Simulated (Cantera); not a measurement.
Charge: 1 mol Al(CH3)3, 3 mol N2, equilibrated at 950 °C and 13300 Pa.

Equilibrium computed with Cantera from the NASA thermochemical tables; the gas is ideal and each condensed phase is pure. Candidate condensed phases: Al, AlN, C, C6H6, C7H8, C8H18; 97 gas species. The feed counts by its element totals alone. Equilibrium is a limit: real reactors are often held back by kinetics, nucleation or transport.

**Question.** What is the equilibrium state?

**Answer.** 
| Quantity | Result |
|---|---|
| x(H2) | 0.642 |
| x(N2) | 0.357 |
| x(CH4) | 0.000731 |
| x(HCN) | 4.59e-5 |
| x(NH3) | 7.04e-6 |
| n(AlN(s)) | 1.00 mol |
| n(C(graphite)) | 2.99 mol |
| gas amount | 6.995 mol |
| log10 activity of Al(l) (absent) | -7.26 |
